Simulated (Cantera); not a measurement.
Charge: 1 mol C₂F₆, 0.95 mol Si, 0.52 mol H₂, at 1273.15 K and 0.100 bar.

Cantera equilibrium calculation (NASA polynomials, part measured and part estimated; ideal gas, pure solids and liquids). Candidate condensed phases: C, C₆H₆, C₇H₈, C₈H₁₈, Si, SiC; 113 gas species. The feed counts by its element totals alone. Gases not in the tables: C₂F₆ and larger saturated fluorocarbons. Rates play no part.

Base state: HF 0.456, SiF₄ 0.417, CF₄ 0.127 (mole fractions); condensed: C(graphite).

Task: What changes in the equilibrium state with this change: C₂F₆ replaced by CF₄?

Result: 
```
species            before    after
----------------  -------  -------
SiF₄                0.417    0.605
H₂                3.27e-9    0.267
HF                  0.456    0.128
CF₄                 0.127    <1e-9
SiHF₃               <1e-9  9.08e-5
CH₄                 <1e-9  6.70e-5
SiF₃              1.50e-9  7.01e-5
C(graphite), mol     1.71    1.000
```
The tables' values for SiF₃ are old estimates; treat these amounts as uncertain.

Task: What changes in the equilibrium state with this change: Si from 0.95 to 0.25 mol?

Result: 
```json
[
 {"species": "HF", "before": "0.456", "after": "0.456"},
 {"species": "CF₄", "before": "0.127", "after": "0.434"},
 {"species": "SiF₄", "before": "0.417", "after": "0.110"},
 {"species": "C(graphite), mol", "before": "1.71", "after": "1.01"}
]
```
